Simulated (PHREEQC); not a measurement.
Solution A (0.022 mol/kgw HF, 0.00014 mol/kgw NH4F and 0.1 mol/kgw HCl) is mixed with solution B (0.016 mol/kgw HF, 0.0021 mol/kgw (CH3)4NF and 0.052 mol/kgw H2SO4) at 25 °C; shares are by mass of water, 1 kg in all. O2 is buffered at 0.21 atm. The system is closed to CO2. Precipitation was switched off in this run.

All values are PHREEQC results (ion-association model, wateq4f.dat), not measurements.

### Question
Predict HSO4- (mol/kgw), SO4-2 (mol/kgw) at share of solution B = 0, 0.1, 0.5, 0.6.

### Answer
```
share of solution B  HSO4- (mol/kgw)  SO4-2 (mol/kgw)
-------------------  ---------------  ---------------
0                                  0                0
0.1                          0.00410          0.00110
0.5                           0.0199          0.00613
0.6                           0.0236          0.00757
```

(CH3)4N+ isn't in the database: it is added as a free cation with an ion size of 4 Å. wateq4f.dat counts part of the HF as a dimer, H2F2, which phreeqc.dat doesn't know; its constant is uncertain.
